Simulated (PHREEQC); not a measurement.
**Arsenic or selenium liquor (model solution)**

Consider water at 25 °C with 0.0058 mol/kgw Na2HAsO4, 0.015 mol/kgw H2SO4 and 0.00019 mol/kgw FeCl3. Closed to the air; pH follows from the charge balance.

Model: ion-association model, wateq4f.dat, run in PHREEQC.

```json
{
  "pH": "1.91",
  "ionic_strength": "0.0342 mol/kgw",
  "total_alkalinity": "-24.6 meq/kg"
}
```

```json
[
 {"species": "H+", "molality": "0.0142", "activity": "0.0123", "log γ": "-0.061"},
 {"species": "Na+", "molality": "0.0114", "activity": "0.00959", "log γ": "-0.073"},
 {"species": "SO4-2", "molality": "0.00843", "activity": "0.00432", "log γ": "-0.291"},
 {"species": "HSO4-", "molality": "0.00613", "activity": "0.00517", "log γ": "-0.074"},
 {"species": "H3AsO4", "molality": "0.00390", "activity": "0.00393", "log γ": "0.003"},
 {"species": "H2AsO4-", "molality": "0.00190", "activity": "0.00160", "log γ": "-0.074"}
]
```

No solid was allowed to form. Examples of supersaturated solids here: Hematite (slow to form), Goethite (slow to form). Others may be too. The database's scorodite may be far more soluble than the real mineral, and it has no iron arsenate complexes; the constant wasn't checked at its source.
